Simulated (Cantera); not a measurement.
An adiabatic, constant-pressure homogeneous reactor starts with CH3OH : O2 : N2 = 1 : 3.26 : 12.3 (molar parts), equivalence ratio 0.46, at 1175 K and 2800000 Pa. Integrator tolerance rtol = 1e-08.

Detailed kinetics in Cantera: GRI-Mech 3.0 (53 species, 325 reactions). GRI-Mech 3.0 was tuned for natural gas; its chemistry of methanol as a main component is partial and can be far from experiment. The pressure lies above the range GRI-Mech 3.0 was tuned for (to about 10 atm).

Problem. What does this change do: O2 3.26 to 1.7 parts?

Solution. 
```tsv
quantity	before	after
time of steepest temperature rise	1.38 ms	1.40 ms
temperature at 4.00 s	2177 K	2275 K
equilibrium temperature	2177 K	2275 K
x(CH3OH) at 4.00 s	<1e-12 (gas-phase equilibrium <1e-12)	<1e-12 (gas-phase equilibrium <1e-12)
x(O2) at 4.00 s	0.0987 (gas-phase equilibrium 0.0987)	0.0115 (gas-phase equilibrium 0.0115)
x(C2H6) at 4.00 s	<1e-12 (gas-phase equilibrium <1e-12)	<1e-12 (gas-phase equilibrium <1e-12)
x(NO) at 4.00 s	0.00785 (gas-phase equilibrium 0.00785)	0.00349 (gas-phase equilibrium 0.00349)
x(CH4) at 4.00 s	<1e-12 (gas-phase equilibrium <1e-12)	<1e-12 (gas-phase equilibrium <1e-12)
x(H) at 4.00 s	7.80e-6 (gas-phase equilibrium 7.80e-6)	3.25e-5 (gas-phase equilibrium 3.25e-5)
x(CH3) at 4.00 s	<1e-12 (gas-phase equilibrium <1e-12)	<1e-12 (gas-phase equilibrium <1e-12)
```
